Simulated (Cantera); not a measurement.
**Stirred combustor or abatement burner**

A perfectly stirred reactor is fed with CH₄ : C₂H₆ : C₃H₈ : O₂ : N₂ = 1 : 1.3 : 0.048 : 8.18 : 30.8 (molar parts), equivalence ratio 0.83, at 9.87 atm; it is adiabatic with a 475 K inlet, and is followed from long to short residence time, starting on the burning branch (τ in s: 0.024, 0.012, 0.0059, 0.0029, 0.0014, 0.00071, 0.00035, 0.00017, 8.7e-05, 4.3e-05).

Cantera simulation using GRI-Mech 3.0 (53 species, 325 reactions); the numbers are that mechanism's predictions, not measurements.

```csv
τ (s),T (K),x CH₄,x C₂H₆,x C₃H₈,x OH,x C₂H₄
0.024,2202,1.02e-6,1.47e-7,5.93e-9,0.00222,4.86e-7
0.012,2201,1.93e-6,2.87e-7,1.16e-8,0.00230,9.46e-7
0.0059,2199,3.58e-6,5.66e-7,2.28e-8,0.00243,1.85e-6
0.0029,2194,6.34e-6,1.10e-6,4.40e-8,0.00265,3.51e-6
0.0014,2184,1.09e-5,2.11e-6,8.38e-8,0.00298,6.52e-6
0.00071,2171,1.76e-5,3.82e-6,1.49e-7,0.00339,1.11e-5
0.00035,2150,2.90e-5,6.98e-6,2.66e-7,0.00388,1.86e-5
0.00017,2121,4.95e-5,1.29e-5,4.77e-7,0.00439,3.02e-5
8.7e-5,2083,8.56e-5,2.34e-5,8.32e-7,0.00476,4.64e-5
4.3e-5,2027,0.000168,4.63e-5,1.59e-6,0.00483,7.53e-5
```
x: mole fraction; the columns are a selection and need not sum to one.
